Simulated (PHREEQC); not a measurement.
Solution (75 °C): 6.4 mol KOH, 0.31 mol NaHCO3 and 2.3e-05 mol H4SiO4 per kg of water. Closed to the air; pH follows from the charge balance.

Computed with PHREEQC (Pitzer model, pitzer.dat).

```csv
quantity,before,after
pH,14.35,15.57
ionic strength (mol/kgw),7.02,7.02
HCO3- (mol/kgw),2.28e-5,1.83e-6
```

### Question
Which change was made?
A) temperature from 75 to 40 °C
B) H4SiO4 left out
C) KOH from 6.4 to 5.76 mol/kgw
D) temperature from 75 to 45 °C
E) temperature from 75 to 30 °C

### Answer
E, temperature from 75 to 30 °C

No solid was allowed to form. In brines, pH and single-ion activities rest on the MacInnes convention. At this temperature some constants are extrapolated from 25 °C, and those without enthalpy data are left unchanged.
